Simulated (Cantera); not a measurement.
**Premixed flame**

A freely propagating, adiabatic, planar premixed flame of 49.2 % H2, 10.7 % O2, 40.2 % N2, equivalence ratio 2.3, unburnt at 500 K and 13000 Pa; mixture-averaged transport, grid criteria slope 0.08 and curve 0.16, no radiation.

Computed with Cantera and the H2/O2 subset of GRI-Mech 3.0, which has no nitrogen chemistry. Burning velocities carry a grid error of a few per cent, more on coarse grids.

```tsv
z (mm)	T (K)	u (m/s)	x H2	x O2	x OH	x H2O	x O	x H2O2
-18.4	500	4.91	0.492	0.107	<1e-8	<1e-8	<1e-8	<1e-8
-12.2	500	4.91	0.492	0.107	<1e-8	<1e-8	<1e-8	<1e-8
-9.18	500	4.91	0.492	0.107	<1e-8	<1e-8	<1e-8	<1e-8
-6.12	500	4.91	0.492	0.107	<1e-8	2.95e-8	<1e-8	<1e-8
-3.06	515	5.05	0.490	0.106	4.34e-5	0.000848	1.05e-5	1.27e-6
-1.53	682	6.58	0.463	0.102	0.000251	0.0149	0.000173	1.03e-6
0	1054	9.92	0.336	0.0592	0.00129	0.106	0.00308	1.51e-7
1.53	1285	12.0	0.241	0.00596	0.00179	0.210	0.00175	7.48e-8
3.06	1368	12.8	0.237	0.000673	0.00190	0.221	0.000898	5.95e-8
6.12	1462	13.5	0.245	0.000359	0.00231	0.223	0.000844	6.15e-8
12.2	1572	14.4	0.256	0.000307	0.00271	0.225	0.000764	5.35e-8
24.5	1688	15.4	0.267	0.000232	0.00292	0.227	0.000606	3.67e-8
49.0	1798	16.2	0.278	0.000151	0.00283	0.229	0.000413	2.11e-8
```
x: mole fraction of selected species; z is measured from the peak of heat release.

```
Property                     Value
------------------------  --------
laminar burning velocity  491 cm/s
thermal thickness          6.12 mm
peak x(OH)                 0.00292
peak x(O)                  0.00353
peak x(H2O2)               1.91e-6
grid points                    150
```
